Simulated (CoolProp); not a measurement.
Vapour-liquid equilibrium of hydrogen sulfide (1) + propane (2) at 29.85 °C; x and y are mole fractions of (1).

Values from CoolProp's multi-fluid Helmholtz-energy mixture model, Lemmon 2006 and Lemmon 2009; pair parameters Kunz 2012.

```
x     bubble pressure, mixture model (MPa)  bubble pressure, Raoult's law (MPa)  y, mixture model  y, Raoult's law
----  ------------------------------------  -----------------------------------  ----------------  ---------------
0.05                                 1.239                                1.135             0.146            0.100
0.15                                 1.520                                1.254             0.336            0.271
0.25                                 1.745                                1.373             0.457            0.413
0.35                                 1.926                                1.492             0.545            0.532
0.45                                 2.070                                1.612             0.614            0.633
0.55                                 2.181                                1.731             0.674            0.721
0.65                                 2.263                                1.850             0.730            0.797
0.75                                 2.318                                1.969             0.787            0.864
0.85                                 2.340                                2.089             0.851            0.923
0.95                                 2.313                                2.208             0.939            0.976
```

The largest gap from Raoult's law is +29.1 % in bubble pressure, at x = 0.35. y crosses x between x = 0.85 and 0.95: the model has an azeotrope there.

Pair parameters are fitted to limited data, so mixtures are less certain than the pure fluids.
